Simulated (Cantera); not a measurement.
## KOH + CO2 + H2O (calcination and drying)

Charge: 1 mol KOH, 0.32 mol CO2, 0.4 mol H2O, at 29.0 mbar.

Cantera equilibrium calculation (NASA polynomials, part measured and part estimated; ideal gas, pure solids and liquids). Candidate condensed phases: C, C6H6, C7H8, C8H18, H2O, K, KOH, KO2, K2CO3, K2O, K2O2; 116 gas species. Equilibrium is a limit: real reactors are often held back by kinetics, nucleation or transport.

```tsv
T (°C)	x H2O	x KOH	x K	x CO2	x O2	x OH	x CO	x K2(OH)2	n KOH(l)	n K2CO3(s)	n K2CO3(l)
427	1.000	8.45e-6	<1e-12	1.00e-9	8.40e-11	<1e-12	<1e-12	5.16e-6	0.360	0.320	0
577	0.998	0.00127	2.69e-9	3.03e-7	1.26e-8	4.39e-10	<1e-12	0.000328	0.359	0.320	0
727	0.956	0.0387	1.98e-6	1.61e-5	7.66e-7	3.76e-8	6.58e-12	0.00497	0.323	0.320	0
877	0.676	0.309	0.000154	0.000464	3.94e-5	1.09e-6	2.22e-9	0.0151	0	0.320	0
1027	0.531	0.406	0.00140	0.0588	0.000355	1.19e-5	2.80e-6	0.00253	0	0	0.248
1177	0.236	0.564	0.0113	0.185	0.00283	6.33e-5	4.59e-5	0.000772	0	0	0
1327	0.244	0.530	0.0356	0.181	0.00896	0.000304	0.000224	0.000153	0	0	0
1477	0.259	0.459	0.0845	0.173	0.0213	0.00111	0.000842	3.34e-5	0	0	0
1627	0.280	0.356	0.155	0.161	0.0394	0.00326	0.00261	7.14e-6	0	0	0
1777	0.299	0.246	0.229	0.146	0.0594	0.00794	0.00697	1.41e-6	0	0	0
1927	0.305	0.154	0.288	0.126	0.0775	0.0164	0.0160	2.61e-7	0	0	0
```
x: gas mole fraction; n: condensed amount in mol.

From 427 °C to 727 °C the condensed part is KOH(l) + K2CO3(s). At 877 °C the condensed part is K2CO3(s). At 1027 °C the condensed part is K2CO3(l). From 1177 °C to 1927 °C nothing is condensed. The main K-bearing gas is K2(OH)2 at 427 °C and K at 1927 °C.
